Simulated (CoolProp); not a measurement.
Sulfur dioxide at 293.15 K and 0.197 MPa is throttled through a valve to 0.114 MPa with no heat exchange. Each further row changes one setting.

Computed with CoolProp (reference Helmholtz-energy equation of state, Gao 2016).

| case | temperature change (K) | final density (kg/m³) |
|---|---|---|
| as stated | ? | 3.10 |
| outlet pressure 0.0342 MPa | -6.9 | 0.927 |
| outlet pressure 0.148 MPa | ? | ? |

Question: What belongs in the gaps?

Answer: 
- as stated, temperature change (K): -3.4
- outlet pressure 0.148 MPa, temperature change (K): -2.0
- outlet pressure 0.148 MPa, final density (kg/m³): 4.03
